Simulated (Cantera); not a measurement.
Feed: 1 mol SiF₄, 3.9 mol O₂, 0.6 mol H₂, equilibrated at 135 Torr.

Method: chemical equilibrium by Gibbs-energy minimisation in Cantera with the NASA 1993 tables (ideal gas, pure condensed phases). Candidate condensed phases: H₂O, Si, SiO₂; 38 gas species. The tables hold silica as quartz up to 1696 K and as liquid above; real silica turns to tridymite and cristobalite and melts near 1996 K. Kinetics and transport are ignored. All values below are at 1175 K.

Base state: O₂ 0.663, HF 0.169, SiF₄ 0.142, H₂O 0.0260 (mole fractions); condensed: SiO₂(β-quartz).

What changes in the equilibrium state with this change: SiF₄ replaced by SiCl₄?


```json
[
 {"species": "O₂", "before": "0.663", "after": "0.525"},
 {"species": "Cl₂", "before": "0", "after": "0.258"},
 {"species": "HCl", "before": "0", "after": "0.206"},
 {"species": "HF", "before": "0.169", "after": "0"},
 {"species": "SiF₄", "before": "0.142", "after": "0"},
 {"species": "H₂O", "before": "0.0260", "after": "0.00594"},
 {"species": "Cl", "before": "0", "after": "0.00434"},
 {"species": "ClO", "before": "0", "after": "5.51e-5"},
 {"species": "HOCl", "before": "0", "after": "1.40e-5"},
 {"species": "SiO₂(β-quartz), mol", "before": "0.229", "after": "1.00"}
]
```
